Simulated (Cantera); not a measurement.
Input: 1 mol TiO2, 3.7 mol CH4, 0.95 mol H2, held at 1873.15 K and 0.133 bar.

Method: chemical equilibrium by Gibbs-energy minimisation in Cantera with the NASA 1993 tables (ideal gas, pure condensed phases). TiC: taken at fixed stoichiometry. Kinetics and transport are ignored.

| species | before | after |
|---|---|---|
| H2 | 0.805 | 0.767 |
| CO | 0.193 | 0.190 |
| H | 0.00159 | 0.0378 |
| C2H2 (acetylene) | 0.000252 | 0.00530 |
| C2H | 5.85e-9 | 1.50e-5 |
| C4H2 | 3.12e-8 | 1.51e-5 |
| CH3 | 2.09e-6 | 1.27e-5 |
| CH4 | 5.26e-5 | 1.40e-5 |
| C(graphite), mol | 0.694 | 0.587 |
| TiC(s), mol | 1.00 | 1.000 |
Gas species are given as mole fractions.

Q: What was changed between the two runs?
A. temperature from 1873.15 K to 1673 K
B. temperature from 1873.15 K to 2598 K
C. temperature from 1873.15 K to 2398.15 K
D. temperature from 1873.15 K to 1475 K

A: C, temperature from 1873.15 K to 2398.15 K
